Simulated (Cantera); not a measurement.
A Cantera script and what it prints.

```python
import numpy as np
import cantera as ct

gas_names = """
    CL CL2 H HCL H2 N NH NH2 NH3 N2 N2H2 N2H4 Si SiCL SiCL2 SiCL3 SiCL4 SiH SiHCL3 SiH2 SiH2CL2 SiH3
    SiH3CL SiH4 SiN Si2 Si2N Si3
""".split()
cond_names = """
    NH4CL(a) NH4CL(b) Si(cr) Si(L) Si3N4(a)
""".split()


# ... load() reads the species with a 1 bar reference pressure and builds the phases ...
atoms = {
    'SiCl4': {'Si': 1, 'CL': 4},
    'NH3': {'N': 1, 'H': 3},
    'H2': {'H': 2},
}
top_T = {'Si3N4(a)': 2400}  # K; cautious upper limits of use, not melting points


# ... equilibrate(T, P, feed) seeds the gas with the atoms and calls Mixture.equilibrate('TP', solver="vcs", rtol=1e-11, max_steps=5000) ...
results = []
T = 1098  # K
P = 38000  # Pa
for m in [1.2, 3.8, 6.4, 9, 12, 14, 17, 19, 22, 25, 27, 30]:
    feed = {'SiCl4': 1, 'NH3': 0.14, 'H2': m}  # mol
    mix = equilibrate(T, P, feed)
    results.append((T, P, feed, dict(zip(mix.species_names, mix.species_moles))))
    x = sorted(zip(gas.X, gas.species_names), reverse=True)
    print(f"T = {T:g} K  P = {P:g} Pa  n(H2) = {m:g} mol  gas = {mix.phase_moles(0):.4g} mol")
    print("   x: " + "  ".join(f"{s} {v:.3e}" for v, s in x if v > 1e-06))
    print("   condensed (mol): " + ("  ".join(f"{mix.phase(i).name} {mix.phase_moles(i):.4g}"
          for i in range(1, mix.n_phases) if mix.phase_moles(i) > 1e-12) or "none"))
```

Output:

```
T = 1098 K  P = 38000 Pa  n(H2) = 1.2 mol  gas = 2.517 mol
   x: H2 4.633e-01  SiCL4 3.412e-01  HCL 1.809e-01  SiHCL3 1.271e-02  SiCL3 1.658e-03  SiCL2 1.133e-04  N2 1.059e-04  SiH2CL2 5.667e-05
   condensed (mol): Si3N4(a) 0.03487
T = 1098 K  P = 38000 Pa  n(H2) = 3.8 mol  gas = 5.121 mol
   x: H2 7.243e-01  SiCL4 1.563e-01  HCL 1.010e-01  SiHCL3 1.632e-02  SiCL3 1.702e-03  SiCL2 2.605e-04  SiH2CL2 2.038e-04  N2 2.698e-06
   condensed (mol): Si3N4(a) 0.03499
T = 1098 K  P = 38000 Pa  n(H2) = 6.4 mol  gas = 7.724 mol
   x: H2 8.111e-01  SiCL4 9.785e-02  HCL 7.306e-02  SiHCL3 1.581e-02  SiCL3 1.558e-03  SiCL2 3.488e-04  SiH2CL2 3.056e-04  SiH3CL 1.565e-06
   condensed (mol): Si3N4(a) 0.035
T = 1098 K  P = 38000 Pa  n(H2) = 9 mol  gas = 10.33 mol
   x: H2 8.548e-01  SiCL4 6.965e-02  HCL 5.849e-02  SiHCL3 1.481e-02  SiCL3 1.422e-03  SiCL2 4.083e-04  SiH2CL2 3.770e-04  SiH3CL 2.541e-06
   condensed (mol): Si3N4(a) 0.035
T = 1098 K  P = 38000 Pa  n(H2) = 12 mol  gas = 13.33 mol
   x: H2 8.846e-01  SiCL4 5.128e-02  HCL 4.827e-02  SiHCL3 1.368e-02  SiCL3 1.291e-03  SiCL2 4.567e-04  SiH2CL2 4.363e-04  SiH3CL 3.688e-06
   condensed (mol): Si3N4(a) 0.035
T = 1098 K  P = 38000 Pa  n(H2) = 14 mol  gas = 15.33 mol
   x: H2 8.981e-01  HCL 4.350e-02  SiCL4 4.322e-02  SiHCL3 1.299e-02  SiCL3 1.216e-03  SiCL2 4.811e-04  SiH2CL2 4.667e-04  SiH3CL 4.444e-06
   condensed (mol): Si3N4(a) 0.035
T = 1098 K  P = 38000 Pa  n(H2) = 17 mol  gas = 18.33 mol
   x: H2 9.131e-01  HCL 3.813e-02  SiCL4 3.461e-02  SiHCL3 1.206e-02  SiCL3 1.120e-03  SiCL2 5.099e-04  SiH2CL2 5.028e-04  SiH3CL 5.553e-06
   condensed (mol): Si3N4(a) 0.035
T = 1098 K  P = 38000 Pa  n(H2) = 19 mol  gas = 20.34 mol
   x: H2 9.206e-01  HCL 3.535e-02  SiCL4 3.038e-02  SiHCL3 1.151e-02  SiCL3 1.065e-03  SiCL2 5.251e-04  SiH2CL2 5.221e-04  SiH3CL 6.273e-06
   condensed (mol): Si3N4(a) 0.035
T = 1098 K  P = 38000 Pa  n(H2) = 22 mol  gas = 23.34 mol
   x: H2 9.297e-01  HCL 3.197e-02  SiCL4 2.548e-02  SiHCL3 1.078e-02  SiCL3 9.925e-04  SiH2CL2 5.458e-04  SiCL2 5.436e-04  SiH3CL 7.321e-06
   condensed (mol): Si3N4(a) 0.035
T = 1098 K  P = 38000 Pa  n(H2) = 25 mol  gas = 26.34 mol
   x: H2 9.367e-01  HCL 2.928e-02  SiCL4 2.178e-02  SiHCL3 1.014e-02  SiCL3 9.298e-04  SiH2CL2 5.646e-04  SiCL2 5.581e-04  SiH3CL 8.331e-06
   condensed (mol): Si3N4(a) 0.035
T = 1098 K  P = 38000 Pa  n(H2) = 27 mol  gas = 28.34 mol
   x: H2 9.407e-01  HCL 2.777e-02  SiCL4 1.978e-02  SiHCL3 9.751e-03  SiCL3 8.924e-04  SiH2CL2 5.750e-04  SiCL2 5.660e-04  SiH3CL 8.983e-06
   condensed (mol): Si3N4(a) 0.035
T = 1098 K  P = 38000 Pa  n(H2) = 30 mol  gas = 31.35 mol
   x: H2 9.456e-01  HCL 2.582e-02  SiCL4 1.731e-02  SiHCL3 9.225e-03  SiCL3 8.420e-04  SiH2CL2 5.881e-04  SiCL2 5.758e-04  SiH3CL 9.933e-06
   condensed (mol): Si3N4(a) 0.035
```

These are equilibrium values from Cantera (NASA tables, ideal gas, pure condensed phases), not measurements of a reactor. The tables' values for SiCl3 are old estimates; treat these amounts as uncertain.
